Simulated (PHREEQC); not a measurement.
Dissolve 0.053 mol/kgw SrCl2 at 30 °C. Closed to the air; pH follows from the charge balance.

Equilibrium calculation in PHREEQC: ion-association model, wateq4f.dat.

```
Property               Result
--------------  -------------
ionic strength  0.159 mol/kgw
```

```json
[
 {"species": "Cl-", "molality": "0.106", "activity": "0.0771", "log γ": "-0.138"},
 {"species": "Sr+2", "molality": "0.0530", "activity": "0.0181", "log γ": "-0.466"},
 {"species": "H+", "molality": "1.62e-7", "activity": "1.31e-7", "log γ": "-0.094"},
 {"species": "OH-", "molality": "1.53e-7", "activity": "1.11e-7", "log γ": "-0.141"},
 {"species": "SrOH+", "molality": "9.44e-9", "activity": "7.10e-9", "log γ": "-0.124"}
]
```

This is a speciation only: nothing precipitates in the calculation. Species that the database lacks are ignored.
